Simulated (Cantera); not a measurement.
An isothermal, constant-pressure homogeneous reactor starts with 18.5 % H2, 21.5 % O2, 60.1 % N2, equivalence ratio 0.43, at 848 K and 0.132 atm.

Detailed kinetics in Cantera: the H2/O2 subset of GRI-Mech 3.0, which has no nitrogen chemistry. Radical loss at walls, strong at low pressure, is not modelled. Below about 950 K walls govern HO2 and H2O2 in real vessels. The temperature is held fixed by assumption; the heat of reaction is taken as removed at once.

x: mole fraction; the columns are a selection and need not sum to one.

| t (s) | x H2 | x O2 | x OH | x H2O | x O | x H2O2 |
|---|---|---|---|---|---|---|
| 5.00e-5 | 0.185 | 0.215 | <1e-12 | <1e-12 | <1e-12 | <1e-12 |
| 0.000107 | 0.185 | 0.215 | <1e-12 | 1.02e-12 | <1e-12 | <1e-12 |
| 0.000227 | 0.185 | 0.215 | <1e-12 | 6.00e-12 | 1.08e-12 | <1e-12 |
| 0.000484 | 0.185 | 0.215 | <1e-12 | 4.12e-11 | 4.18e-12 | <1e-12 |
| 0.00103 | 0.185 | 0.215 | 7.32e-12 | 4.91e-10 | 3.41e-11 | <1e-12 |
| 0.00220 | 0.185 | 0.215 | 4.31e-10 | 3.23e-8 | 2.01e-9 | 1.10e-11 |
| 0.00469 | 0.184 | 0.214 | (withheld) | 0.000441 | 2.14e-5 | 4.07e-7 |
| 0.0100 | 0.0379 | 0.151 | (withheld) | 0.161 | 6.69e-5 | 2.96e-6 |
| 0.0213 | 0.0317 | 0.148 | (withheld) | 0.168 | 2.19e-6 | 1.96e-5 |
| 0.0454 | 0.0316 | 0.148 | (withheld) | 0.168 | 1.90e-8 | 4.01e-5 |
| 0.0969 | 0.0315 | 0.148 | (withheld) | 0.169 | 1.86e-8 | 4.65e-5 |
| 0.206 | 0.0315 | 0.148 | (withheld) | 0.169 | 2.14e-8 | 5.47e-5 |
| 0.440 | 0.0314 | 0.148 | (withheld) | 0.169 | 2.87e-8 | 7.47e-5 |
| 0.938 | 0.0310 | 0.148 | (withheld) | 0.169 | 4.72e-8 | 0.000130 |
| 2.00 | 0.0294 | 0.147 | (withheld) | 0.171 | 8.00e-8 | 0.000255 |

Fill in the missing entries.


- 0.00469, x OH: 8.09e-6
- 0.0100, x OH: 4.39e-5
- 0.0213, x OH: 1.31e-6
- 0.0454, x OH: 7.75e-9
- 0.0969, x OH: 6.76e-9
- 0.206, x OH: 7.87e-9
- 0.440, x OH: 1.10e-8
- 0.938, x OH: 2.00e-8
- 2.00, x OH: 3.96e-8
